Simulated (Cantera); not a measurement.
Cantera run, input and output.

```python
import numpy as np
import cantera as ct

gas = ct.Solution("gri30.yaml")
gas.TPX = 1725, 110000, {'C2H4': 1, 'O2': 5.08, 'N2': 20.3, 'CO2': 4.5}
reactor = ct.IdealGasReactor(gas, energy="on", clone=False)
net = ct.ReactorNet([reactor])
net.rtol, net.atol = 1e-08, 1e-16
show = ['C2H4', 'O2', 'CO2', 'OH', 'H2']
times = np.geomspace(2e-06, 0.6, 12)

steps = ct.SolutionArray(gas, extra=["t"])
rows = []
print(f"{'t/s':>10s}{'T/K':>9s}{'P/Pa':>11s}" + "".join(f"{s:>11s}" for s in show))
for t in times:
    while net.time < t:
        t_next = net.step()
        steps.append(gas.state, t=t_next)
    rows.append([np.interp(t, steps.t, y) for y in (steps.T, steps.P, *steps(*show).X.T)])
    print(f"{t:10.3e}{rows[-1][0]:9.1f}{rows[-1][1]:11.4g}" + "".join(f"{x:11.3e}" for x in rows[-1][2:]))
rate = np.gradient(steps.T, steps.t)
print("integrator steps:", len(steps.t))
if steps.T.max() > steps.T[0] + 200:
    print(f"time of steepest temperature rise: {steps.t[rate.argmax()]:.4e} s")
gas.TPX = 1725, 110000, {'C2H4': 1, 'O2': 5.08, 'N2': 20.3, 'CO2': 4.5}
gas.equilibrate("UV")
print(f"equilibrium (UV): T = {gas.T:.1f} K  " + "  ".join(f"{s} {gas[s].X[0]:.3e}" for s in show))
```

Result:

```
       t/s      T/K       P/Pa       C2H4         O2        CO2         OH         H2
 2.000e-06   1724.9    1.1e+05  3.236e-02  1.645e-01  1.457e-01  1.255e-07  1.917e-05
 6.294e-06   1724.7    1.1e+05  3.229e-02  1.645e-01  1.457e-01  3.881e-06  6.835e-05
 1.981e-05   2236.6   1.49e+05  1.164e-04  9.717e-02  1.402e-01  9.508e-03  8.607e-03
 6.234e-05   2368.2  1.571e+05  8.257e-25  8.400e-02  1.512e-01  1.226e-02  2.876e-03
 1.962e-04   2528.2   1.66e+05  3.288e-26  7.999e-02  1.651e-01  1.130e-02  2.019e-03
 6.175e-04   2612.1  1.705e+05  2.332e-26  7.686e-02  1.736e-01  1.042e-02  1.587e-03
 1.943e-03   2609.8  1.703e+05  2.231e-26  7.503e-02  1.741e-01  1.021e-02  1.565e-03
 6.116e-03   2601.6  1.697e+05  2.085e-26  7.200e-02  1.747e-01  9.894e-03  1.548e-03
 1.925e-02   2597.6  1.693e+05  2.016e-26  7.052e-02  1.750e-01  9.740e-03  1.539e-03
 6.058e-02   2597.5  1.693e+05  2.014e-26  7.048e-02  1.750e-01  9.736e-03  1.539e-03
 1.906e-01   2597.5  1.693e+05  2.014e-26  7.048e-02  1.750e-01  9.736e-03  1.539e-03
 6.000e-01   2597.5  1.693e+05  2.014e-26  7.048e-02  1.750e-01  9.736e-03  1.539e-03
integrator steps: 1569
time of steepest temperature rise: 1.8441e-05 s
equilibrium (UV): T = 2597.5 K  C2H4 2.470e-26  O2 7.048e-02  CO2 1.750e-01  OH 9.736e-03  H2 1.539e-03
```

Model: GRI-Mech 3.0 (53 species, 325 reactions), integrated in Cantera. GRI-Mech 3.0 was tuned for natural gas; its chemistry of ethylene as a main component is partial and can be far from experiment.
